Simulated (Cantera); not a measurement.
A Cantera script and its output.

```python
import numpy as np
import cantera as ct

gas = ct.Solution("gri30.yaml")


def delay(T, t_max=10):
    gas.TPX = T, 650000, {'CH4': 1, 'O2': 1.67, 'N2': 6.27}
    reactor = ct.IdealGasConstPressureReactor(gas, clone=False)
    net = ct.ReactorNet([reactor])
    net.rtol, net.atol = 1e-8, 1e-16
    while net.time < t_max:
        t_old, T_old = net.time, reactor.T
        net.step()
        if reactor.T > T + 400:  # ignition: a rise of 400 K
            return t_old + (T + 400 - T_old) / (reactor.T - T_old) * (net.time - t_old)
    return np.nan


taus = []
for T in [1225, 1275, 1325, 1375, 1425, 1475, 1525, 1575, 1625]:
    taus.append(delay(T))
    print(f"T0 = {T:6g} K   tau = {taus[-1]:.4e} s")
```

Output:

```
T0 =   1225 K   tau = 6.0767e-03 s
T0 =   1275 K   tau = 3.3166e-03 s
T0 =   1325 K   tau = 1.8583e-03 s
T0 =   1375 K   tau = 1.0666e-03 s
T0 =   1425 K   tau = 6.2581e-04 s
T0 =   1475 K   tau = 3.7492e-04 s
T0 =   1525 K   tau = 2.2929e-04 s
T0 =   1575 K   tau = 1.4326e-04 s
T0 =   1625 K   tau = 9.1576e-05 s
```

Model: GRI-Mech 3.0 (53 species, 325 reactions), integrated in Cantera.
